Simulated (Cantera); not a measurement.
An isothermal, constant-pressure homogeneous reactor starts with CH4 : N2 = 1 : 72 (molar parts), at 2000 K and 57.8 Torr.

Model: GRI-Mech 3.0 (53 species, 325 reactions), integrated in Cantera. GRI-Mech 3.0 stops at C3 and has no aromatics, soot or wall deposition, so with more carbon than oxygen in the feed, carbon stays in small species such as C2H2 where larger ones or solid carbon would form.

### Question
Predict: x(CH4) at 5.00 s; x(H) at 5.00 s; x(C2H2) at 5.00 s; x(CH3) at 5.00 s.

### Answer
| Quantity | Result |
|---|---|
| x(CH4) at 5.00 s | 3.64e-8 (gas-phase equilibrium 6.21e-8) |
| x(H) at 5.00 s | 0.000832 (gas-phase equilibrium 0.000832) |
| x(C2H2) at 5.00 s | 0.00666 (gas-phase equilibrium 0.000359) |
| x(CH3) at 5.00 s | 3.00e-8 (gas-phase equilibrium 5.13e-8) |
